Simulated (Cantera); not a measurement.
# Premixed flame

A freely propagating, adiabatic, planar premixed flame of CH4 : C2H6 : O2 : N2 : CO2 = 1 : 0.38 : 3.33 : 12.5 : 3.3 (molar parts), unburnt at 575 K and 0.880 bar; mixture-averaged transport, grid criteria slope 0.08 and curve 0.16, no radiation.

Computed with Cantera and GRI-Mech 3.0 (53 species, 325 reactions). Burning velocities carry a grid error of a few per cent, more on coarse grids.

| z (mm) | T (K) | u (m/s) | x CH4 | x C2H6 | x O2 | x HCO | x NO2 | x CH3 |
|---|---|---|---|---|---|---|---|---|
| -2.01 | 575 | 0.506 | 0.0487 | 0.0185 | 0.162 | <1e-8 | <1e-8 | <1e-8 |
| -1.34 | 579 | 0.510 | 0.0484 | 0.0185 | 0.162 | <1e-8 | <1e-8 | <1e-8 |
| -1.01 | 589 | 0.520 | 0.0477 | 0.0184 | 0.160 | <1e-8 | 2.17e-8 | <1e-8 |
| -0.671 | 642 | 0.570 | 0.0450 | 0.0178 | 0.155 | <1e-8 | 1.16e-7 | 2.52e-7 |
| -0.335 | 937 | 0.844 | 0.0324 | 0.0125 | 0.124 | 1.29e-7 | 2.57e-7 | 7.64e-5 |
| -0.168 | 1266 | 1.15 | 0.0188 | 0.00527 | 0.0893 | 4.39e-6 | 6.55e-8 | 0.000773 |
| 0 | 1598 | 1.47 | 0.00429 | 0.000232 | 0.0489 | 2.36e-5 | <1e-8 | 0.000904 |
| 0.168 | 1722 | 1.58 | 0.000190 | 1.73e-7 | 0.0289 | 3.90e-6 | <1e-8 | 4.93e-5 |
| 0.335 | 1764 | 1.61 | 4.10e-6 | <1e-8 | 0.0234 | 1.52e-7 | <1e-8 | 1.12e-6 |
| 0.671 | 1818 | 1.65 | <1e-8 | <1e-8 | 0.0199 | 3.57e-8 | <1e-8 | <1e-8 |
| 1.34 | 1881 | 1.70 | <1e-8 | <1e-8 | 0.0167 | 1.85e-8 | <1e-8 | <1e-8 |
| 2.68 | 1942 | 1.75 | <1e-8 | <1e-8 | 0.0134 | <1e-8 | <1e-8 | <1e-8 |
| 5.36 | 1993 | 1.79 | <1e-8 | <1e-8 | 0.0103 | <1e-8 | <1e-8 | <1e-8 |
x: mole fraction of selected species; z is measured from the peak of heat release.

```yaml
laminar_burning_velocity: 50.6 cm/s
thermal_thickness: 0.671 mm
peak x(HCO): 2.36e-5
peak x(CH3): 0.00128
grid_points: 132
```
